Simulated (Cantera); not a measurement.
Feed: 1 mol CuF2, 4.8 mol H2, equilibrated at 1330 Pa.

These are equilibrium values from Cantera (NASA tables, ideal gas, pure condensed phases), not measurements of a reactor. Candidate condensed phases: Cu, CuF2; 15 gas species. Kinetics and transport are ignored.

x: gas mole fraction; n: condensed amount in mol.

```tsv
T (K)	x H2	x HF	x Cu	x H	x CuF	x Cu2	x F	n Cu(s)	n Cu(l)
773	0.655	0.345	<1e-12	6.36e-12	<1e-12	<1e-12	<1e-12	1.00	0
873	0.655	0.345	3.39e-12	3.28e-10	2.16e-11	<1e-12	<1e-12	1.00	0
973	0.655	0.345	3.84e-10	7.58e-9	8.21e-10	<1e-12	<1e-12	1.00	0
1073	0.655	0.345	1.79e-8	9.82e-8	1.57e-8	<1e-12	<1e-12	1.00	0
1173	0.655	0.345	4.28e-7	8.27e-7	1.81e-7	8.84e-12	<1e-12	1.000	0
1273	0.655	0.345	6.18e-6	5.00e-6	1.41e-6	3.88e-10	1.05e-11	1.000	0
1373	0.655	0.345	5.93e-5	2.33e-5	7.95e-6	9.41e-9	1.24e-10	0	1.000
1473	0.655	0.345	0.000388	8.87e-5	3.31e-5	1.27e-7	1.05e-9	0	0.998
1573	0.654	0.344	0.00199	0.000285	0.000114	1.22e-6	6.80e-9	0	0.988
1673	0.649	0.341	0.00834	0.000795	0.000335	8.81e-6	3.51e-8	0	0.949
1773	0.634	0.333	0.0296	0.00196	0.000863	5.04e-5	1.50e-7	0	?
1873	0.592	0.310	0.0913	0.00430	0.00195	0.000237	5.34e-7	0	?
1973	0.554	0.291	0.144	0.00870	0.00232	0.000310	1.68e-6	0	?
```

### Question
Some entries are withheld; supply them.

### Answer

- 1773, n Cu(l): 0.817
- 1873, n Cu(l): 0.400
- 1973, n Cu(l): 0
